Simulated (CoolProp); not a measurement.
Methanol along the isobar 7.78 MPa: fugacity coefficient from the reference equation and from simpler models built on Tc = 240.2 °C, pc = 8.216 MPa, ω = 0.565; each cubic takes its own stable root.

The numbers come from the reference Helmholtz-energy equation of state, de Reuck 1993 in CoolProp.

```csv
T (°C),phase,reference
85.15,liquid,0.02944
101.65,liquid,0.04937
118.05,liquid,0.07818
134.45,liquid,0.1180
150.95,liquid,0.1708
167.35,liquid,0.2374
183.75,liquid,0.3185
200.25,liquid,0.4141
216.65,liquid,0.5211
233.05,liquid,0.6354
249.55,gas,0.7065
265.95,gas,0.7475
```

How far does each simpler model (Redlich-Kwong, Soave-Redlich-Kwong, Peng-Robinson) lie from the reference over these 12 states: mean and median of the absolute difference, and the worst?


- Redlich-Kwong: mean 70.2 %, median 46.0 %, worst +226.6 % at 85.15 °C and 7.78 MPa
- Soave-Redlich-Kwong: mean 6.2 %, median 7.3 %, worst +9.7 % at 150.95 °C and 7.78 MPa
- Peng-Robinson: mean 4.5 %, median 5.0 %, worst +6.9 % at 118.05 °C and 7.78 MPa
